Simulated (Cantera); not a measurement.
A closed system holds: 1 mol Si3N4, 16 mol H2, at 1202 °C.

Method: chemical equilibrium by Gibbs-energy minimisation in Cantera with the NASA 1993 tables (ideal gas, pure condensed phases). Candidate condensed phases: Si, Si3N4; 18 gas species. Mutual solubility and eutectic melting of coexisting phases are not modelled. Kinetics and transport are ignored.

Problem. Which condensed phases are stable at each of these points (P (Pa)): 1, 4.20, 18, 75, 320, 1300, 5600, 24000, 100000?

Solution. 
```tsv
P (Pa)	condensed phases	Si condensed (%)
1	Si(s)	99.6
4.20	Si(s)	99.9
18	Si(s)	100.0
75	Si(s) + Si3N4(s)	100.0
320	Si(s) + Si3N4(s)	100.0
1300	Si(s) + Si3N4(s)	100.0
5600	Si(s) + Si3N4(s)	100.0
24000	Si(s) + Si3N4(s)	100.0
100000	Si(s) + Si3N4(s)	100.0
```

From 1.00e-5 bar to 0.000180 bar the condensed part is Si(s). From 0.000750 bar to 1.00 bar the condensed part is Si(s) + Si3N4(s).
